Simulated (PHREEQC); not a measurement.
1 kg of water holding 110 mmol/kgw KHCO3, 21 mmol/kgw KCl, 7.4 mmol/kgw K2CO3 and 4.5 mmol/kgw K2SO4 is evaporated at 25 °C; the solids stay in contact with the brine. CO2 is held at log p = -3.4 (atm). Solids allowed: Arcanite, Kalicinite, Misenite, Sylvite. Others were left out.

Model: Pitzer model, pitzer.dat, run in PHREEQC.

```json
[
 {"water left (kg)": "1.001", "ionic strength": "0.196", "water activity": "0.996", "Kalicinite (mol)": "0", "Sylvite (mol)": "0", "Arcanite (mol)": "0", "K in solution (mol/kgw)": "0.155", "Cl in solution (mol/kgw)": "0.0210", "pH": "9.78"},
 {"water left (kg)": "0.6761", "ionic strength": "0.296", "water activity": "0.994", "Kalicinite (mol)": "0", "Sylvite (mol)": "0", "Arcanite (mol)": "0", "K in solution (mol/kgw)": "0.229", "Cl in solution (mol/kgw)": "0.0311", "pH": "9.86"},
 {"water left (kg)": "0.5558", "ionic strength": "0.363", "water activity": "0.993", "Kalicinite (mol)": "0", "Sylvite (mol)": "0", "Arcanite (mol)": "0", "K in solution (mol/kgw)": "0.279", "Cl in solution (mol/kgw)": "0.0378", "pH": "9.89"},
 {"water left (kg)": "0.457", "ionic strength": "0.445", "water activity": "0.991", "Kalicinite (mol)": "0", "Sylvite (mol)": "0", "Arcanite (mol)": "0", "K in solution (mol/kgw)": "0.339", "Cl in solution (mol/kgw)": "0.0460", "pH": "9.93"},
 {"water left (kg)": "0.309", "ionic strength": "0.669", "water activity": "0.988", "Kalicinite (mol)": "0", "Sylvite (mol)": "0", "Arcanite (mol)": "0", "K in solution (mol/kgw)": "0.501", "Cl in solution (mol/kgw)": "0.0680", "pH": "9.99"},
 {"water left (kg)": "0.209", "ionic strength": "1.00", "water activity": "0.982", "Kalicinite (mol)": "0", "Sylvite (mol)": "0", "Arcanite (mol)": "0", "K in solution (mol/kgw)": "0.741", "Cl in solution (mol/kgw)": "0.100", "pH": "10.06"},
 {"water left (kg)": "0.1719", "ionic strength": "1.22", "water activity": "0.979", "Kalicinite (mol)": "0", "Sylvite (mol)": "0", "Arcanite (mol)": "0", "K in solution (mol/kgw)": "0.900", "Cl in solution (mol/kgw)": "0.122", "pH": "10.09"},
 {"water left (kg)": "0.1415", "ionic strength": "1.50", "water activity": "0.974", "Kalicinite (mol)": "0", "Sylvite (mol)": "0", "Arcanite (mol)": "0", "K in solution (mol/kgw)": "1.09", "Cl in solution (mol/kgw)": "0.148", "pH": "10.12"},
 {"water left (kg)": "0.09585", "ionic strength": "2.23", "water activity": "0.962", "Kalicinite (mol)": "0", "Sylvite (mol)": "0", "Arcanite (mol)": "0", "K in solution (mol/kgw)": "1.61", "Cl in solution (mol/kgw)": "0.219", "pH": "10.19"},
 {"water left (kg)": "0.06503", "ionic strength": "3.30", "water activity": "0.944", "Kalicinite (mol)": "0", "Sylvite (mol)": "0", "Arcanite (mol)": "0", "K in solution (mol/kgw)": "2.38", "Cl in solution (mol/kgw)": "0.323", "pH": "10.28"},
 {"water left (kg)": "0.05362", "ionic strength": "4.01", "water activity": "0.932", "Kalicinite (mol)": "0", "Sylvite (mol)": "0", "Arcanite (mol)": "0", "K in solution (mol/kgw)": "2.89", "Cl in solution (mol/kgw)": "0.392", "pH": "10.32"},
 {"water left (kg)": "0.04422", "ionic strength": "4.87", "water activity": "0.915", "Kalicinite (mol)": "0", "Sylvite (mol)": "0", "Arcanite (mol)": "0", "K in solution (mol/kgw)": "3.50", "Cl in solution (mol/kgw)": "0.475", "pH": "10.38"},
 {"water left (kg)": "0.03018", "ionic strength": "6.92", "water activity": "0.872", "Kalicinite (mol)": "0", "Sylvite (mol)": "0", "Arcanite (mol)": "0.00237", "K in solution (mol/kgw)": "4.97", "Cl in solution (mol/kgw)": "0.696", "pH": "10.51"},
 {"water left (kg)": "0.02067", "ionic strength": "9.89", "water activity": "0.799", "Kalicinite (mol)": "0", "Sylvite (mol)": "0", "Arcanite (mol)": "0.00386", "K in solution (mol/kgw)": "7.12", "Cl in solution (mol/kgw)": "1.02", "pH": "10.68"},
 {"water left (kg)": "0.01715", "ionic strength": "11.8", "water activity": "0.749", "Kalicinite (mol)": "0", "Sylvite (mol)": "0", "Arcanite (mol)": "0.00418", "K in solution (mol/kgw)": "8.54", "Cl in solution (mol/kgw)": "1.22", "pH": "10.79"},
 {"water left (kg)": "0.01423", "ionic strength": "14.2", "water activity": "0.686", "Kalicinite (mol)": "0", "Sylvite (mol)": "0.000121", "Arcanite (mol)": "0.00435", "K in solution (mol/kgw)": "10.3", "Cl in solution (mol/kgw)": "1.47", "pH": "10.90"},
 {"water left (kg)": "0.009619", "ionic strength": "15.1", "water activity": "0.667", "Kalicinite (mol)": "0.0331", "Sylvite (mol)": "0.00850", "Arcanite (mol)": "0.00441", "K in solution (mol/kgw)": "10.9", "Cl in solution (mol/kgw)": "1.30", "pH": "10.95"},
 {"water left (kg)": "0.006442", "ionic strength": "15.1", "water activity": "0.667", "Kalicinite (mol)": "0.0634", "Sylvite (mol)": "0.0126", "Arcanite (mol)": "0.00444", "K in solution (mol/kgw)": "10.9", "Cl in solution (mol/kgw)": "1.30", "pH": "10.95"},
 {"water left (kg)": "0.005273", "ionic strength": "15.1", "water activity": "0.667", "Kalicinite (mol)": "0.0745", "Sylvite (mol)": "0.0141", "Arcanite (mol)": "0.00445", "K in solution (mol/kgw)": "10.9", "Cl in solution (mol/kgw)": "1.30", "pH": "10.95"}
]
```

Arcanite from water left = 0.03652 kg (pH 10.44); Sylvite from water left = 0.01423 kg (pH 10.90); Kalicinite from water left = 0.01174 kg (pH 10.95).

Complexes and solids missing from the database can't appear.
